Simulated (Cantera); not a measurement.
# Gas activation for diamond growth

An isothermal, constant-pressure homogeneous reactor starts with CH4 : H2 : H = 0.012 : 1 : 0.0075 (molar parts), at 1500 K and 0.0395 atm.

Cantera simulation using GRI-Mech 3.0 (53 species, 325 reactions); the numbers are that mechanism's predictions, not measurements. GRI-Mech 3.0 stops at C3 and has no aromatics, soot or wall deposition, so with more carbon than oxygen in the feed, carbon stays in small species such as C2H2 where larger ones or solid carbon would form. Radical loss at walls, strong at low pressure, is not modelled.

```tsv
t (s)	x CH4	x H2	x H	x C2H4	x CH2
3.00e-6	0.0116	0.981	0.00717	7.20e-10	5.30e-8
1.33e-5	0.0111	0.982	0.00670	7.38e-8	6.97e-7
5.91e-5	0.0105	0.982	0.00603	3.03e-6	3.12e-6
0.000262	0.0105	0.983	0.00549	2.35e-5	3.27e-6
0.00116	0.0106	0.984	0.00403	5.28e-5	2.01e-6
0.00516	0.0108	0.987	0.00185	4.67e-5	5.23e-7
0.0229	0.0109	0.988	0.000558	2.84e-5	5.45e-8
0.102	0.0109	0.989	0.000155	1.33e-5	4.42e-9
0.451	0.0108	0.989	8.41e-5	8.59e-6	1.30e-9
2.00	0.0106	0.989	8.30e-5	9.49e-6	1.24e-9
```
x: mole fraction; the columns are a selection and need not sum to one.

Equilibrium at this temperature and pressure: CH4 0.00229, H2 0.993, H 8.83e-5, C2H4 5.21e-5, CH2 3.03e-10 (gas phase only).
